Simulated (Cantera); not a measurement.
A freely propagating, adiabatic, planar premixed flame of CH3OH : O2 : N2 = 1 : 1.58 : 5.94 (molar parts), equivalence ratio 0.95, unburnt at 425 K and 170000 Pa; mixture-averaged transport, grid criteria slope 0.08 and curve 0.16, no radiation.

Computed with Cantera and GRI-Mech 3.0 (53 species, 325 reactions). GRI-Mech 3.0 was tuned for natural gas; its chemistry of methanol as a main component is partial and can be far from experiment. Burning velocities carry a grid error of a few per cent, more on coarse grids.

x: mole fraction of selected species; z is measured from the peak of heat release.

```tsv
z (mm)	T (K)	u (m/s)	x CH3OH	x O2	x H2	x CO	x H2O2	x CO2
-0.639	425	0.605	0.117	0.185	0.00121	5.32e-6	?	3.40e-7
-0.426	428	0.610	0.117	0.185	0.00358	8.97e-5	?	9.27e-6
-0.319	435	0.623	0.116	0.183	0.00621	0.000357	?	4.54e-5
-0.213	496	0.717	0.113	0.177	0.0114	0.00266	?	0.000544
-0.106	853	1.27	0.0852	0.146	0.0194	0.0185	?	0.00608
-0.0532	1239	1.90	0.0468	0.110	0.0236	0.0387	?	0.0153
0	1655	2.60	0.00526	0.0689	0.0239	0.0612	?	0.0311
0.0532	1800	2.83	2.20e-5	0.0454	0.0157	0.0531	?	0.0499
0.106	1869	2.91	2.96e-8	0.0347	0.0122	0.0406	?	0.0643
0.213	1959	3.03	<1e-8	0.0274	0.0109	0.0283	?	0.0786
0.426	2058	3.16	<1e-8	0.0226	0.00924	0.0209	?	0.0871
0.852	2147	3.28	<1e-8	0.0186	0.00680	0.0162	?	0.0925
1.70	2213	3.37	<1e-8	0.0155	0.00472	0.0119	?	0.0973
```

Fill in the missing entries.


- -0.639, x H2O2: 2.66e-7
- -0.426, x H2O2: 4.51e-6
- -0.319, x H2O2: 1.80e-5
- -0.213, x H2O2: 0.000131
- -0.106, x H2O2: 0.000818
- -0.0532, x H2O2: 0.00128
- 0, x H2O2: 0.000107
- 0.0532, x H2O2: 9.06e-7
- 0.106, x H2O2: 7.38e-7
- 0.213, x H2O2: 5.45e-7
- 0.426, x H2O2: 3.67e-7
- 0.852, x H2O2: 2.48e-7
- 1.70, x H2O2: 1.79e-7
